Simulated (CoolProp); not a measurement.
Vapour-liquid equilibrium of dimethyl ether (1) + R236FA (2) at 0.126 bar; x and y are mole fractions of (1).

Values from CoolProp's multi-fluid Helmholtz-energy mixture model, Wu 2011 and Pan 2012; pair parameters Bell 2016.

Task: Give the bubble temperature and the first vapour's composition at x = 0.15, 0.25, 0.45. Is there an azeotrope?

Result: x = 0.15: 229.5 K, y = 0.222; x = 0.25: 228.1 K, y = 0.392; x = 0.45: 223.6 K, y = 0.714. No azeotrope shows between x = 0.05 and 0.95.

Pair parameters are fitted to limited data, so mixtures are less certain than the pure fluids.
